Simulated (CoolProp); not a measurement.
Computed with CoolProp (reference Helmholtz-energy equation of state, Jacobsen 1992).

Problem. For R11, give the phase and the density (kg/m³), cp (kJ/(kg K)) at 226.85 °C and 9.79 MPa; 226.85 °C and 29.4 MPa; 226.85 °C and 44.1 MPa.

Solution. 
- 226.85 °C and 9.79 MPa: supercritical; density 864, cp 1.26
- 226.85 °C and 29.4 MPa: supercritical; density 1130, cp 0.956
- 226.85 °C and 44.1 MPa: supercritical; density 1210, cp 0.921
